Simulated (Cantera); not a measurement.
Cantera with NASA thermochemical tables; ideal gases at 1 bar, condensed phases pure. Values are per mole of reaction as written; species without (g) are pure solids or liquids, kept so even where they would boil at 1 bar. ZrN: taken at fixed stoichiometry.

### Question
Between 300 and 2773 K, where is each reaction favourable under standard conditions?
- 2 ZrN + 4 N₂O(g) ⇌ 2 ZrO₂(g) + 5 N₂(g)

### Answer
- 2 ZrN + 4 N₂O(g) ⇌ 2 ZrO₂(g) + 5 N₂(g): ΔG° is -333 kJ at 300 K and -1553 kJ at 2773 K; it stays negative (K > 1). ΔH° is -312 kJ and ΔS° 448 J/K at 2773 K.
